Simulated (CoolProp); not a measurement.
Aqueous propylene glycol as a coolant, 47 % by mass, freezing at -28.2 °C, 1 atm.

Model: Melinder's fits for secondary coolants, in CoolProp.

```tsv
T (°C)	viscosity (mPa s)	Prandtl number	cp (kJ/(kg K))	density (kg/m³)
-23.4	95.4	936	3.425	1059
-17.5	58.1	568	3.447	1057
-11.5	36.5	357	3.470	1054
-5.6	24.0	234	3.491	1051
0.3	16.4	159	3.513	1049
6.2	11.5	112	3.535	1045
12.1	8.38	81.2	3.556	1042
18.1	6.24	60.3	3.578	1038
24	4.80	46.3	3.600	1035
29.9	3.79	36.4	3.621	1031
35.8	3.06	29.3	3.643	1027
```
